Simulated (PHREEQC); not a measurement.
Dissolve 180 mmol/kgw HF, 0.074 mmol/kgw NH4HF2, 1.3 mmol/kgw (NH4)2SiF6 and 5.8 mmol/kgw H3PO4 at 25 °C. Closed to the air; pH follows from the charge balance.

Computed with PHREEQC (ion-association model, phreeqc.dat).

### Question
The ionic strength comes out as 0.0200 mol/kgw. What activity coefficients do F-, HF2-, H+, SiF6-2, NH4+ get?

### Answer
F- 0.87, HF2- 0.87, H+ 0.89, SiF6-2 0.58, NH4+ 0.86.

Precipitation was switched off in this run. Complexes and solids missing from the database can't appear. SiF6-2 is the database's only silicon fluoride.
